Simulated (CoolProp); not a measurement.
Carbon monoxide at 249.87 K and 0.208 MPa is throttled through a valve to 0.0971 MPa with no heat exchange. Each further row changes one setting.

Model: reference Helmholtz-energy equation of state, Lemmon 2006, in CoolProp. It is a short technical equation, of lower accuracy than the large ones.

| case | temperature change (K) | final density (kg/m³) |
|---|---|---|
| as stated | -0.4 | 1.31 |
| outlet pressure 0.0291 MPa | -0.6 | 0.393 |
| outlet pressure 0.126 MPa | -0.3 | 1.70 |
